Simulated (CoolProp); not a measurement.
Saturation properties of ethylene.

Model: reference Helmholtz-energy equation of state, Smukala 2000, in CoolProp.

```tsv
T (K)	p (bar)	vapour density (kg/m³)	enthalpy of vaporisation (kJ/kg)	liquid cp (kJ/(kg K))	surface tension (mN/m)
212.8	7.446	13.63	407.0	2.625	9.26
216	8.341	15.24	400.1	2.657	8.76
219.2	9.311	16.99	392.9	2.691	8.27
222.5	10.40	18.97	385.2	2.731	7.77
225.7	11.53	21.06	377.3	2.774	7.28
228.9	12.75	23.35	369.2	2.822	6.80
232.2	14.11	25.93	360.4	2.878	6.32
235.4	15.52	28.67	351.5	2.939	5.85
238.6	17.04	31.67	342.1	3.009	5.38
241.8	18.65	34.95	332.3	3.090	4.93
245.1	20.43	38.68	321.5	3.186	4.46
248.3	22.27	42.68	310.5	3.296	4.01
```

It boils at 169.4 K under 1 atm.

Surface tension comes from a separate correlation (Mulero 2012).
